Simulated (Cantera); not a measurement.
Charge: 1 mol SiCl4, 110 mol N2, equilibrated at 1350 °C and 1.00 bar.

These are equilibrium values from Cantera (NASA tables, ideal gas, pure condensed phases), not measurements of a reactor. Candidate condensed phases: Si, Si3N4; 13 gas species. The tables' values for SiCl3 are old estimates; treat these amounts as uncertain. Equilibrium is a limit: real reactors are often held back by kinetics, nucleation or transport.

### Question
What is the equilibrium state?

### Answer
- x(N2): 0.991
- x(SiCl4): 0.00858
- x(Cl): 0.000437
- x(SiCl3): 0.000382
- x(SiCl2): 3.96e-5
- x(Cl2): 1.21e-5
- gas amount: 111.0 mol
- log10 activity of Si(s) (absent): -6.75
